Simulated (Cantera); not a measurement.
A perfectly stirred reactor is fed with 19.0 % H2, 17.2 % O2, 63.8 % N2, equivalence ratio 0.55, at 91000 Pa; it is held at 1223 K, and followed from long to short residence time.

Detailed kinetics in Cantera: GRI-Mech 3.0 (53 species, 325 reactions). The temperature is held fixed by assumption; the heat of reaction is taken as removed at once.

One state of this run: x H2 = 0.000658; x O2 = 0.0859; x H2O = 0.209; x NO2 = 5.26e-9; x HO2 = 2.05e-5. x: mole fraction; the columns are a selection and need not sum to one.

Task: Which value of τ (s) does it belong to?
A) 0.0051
B) 0.013
C) 0.21
D) 0.083

Result: D, 0.083
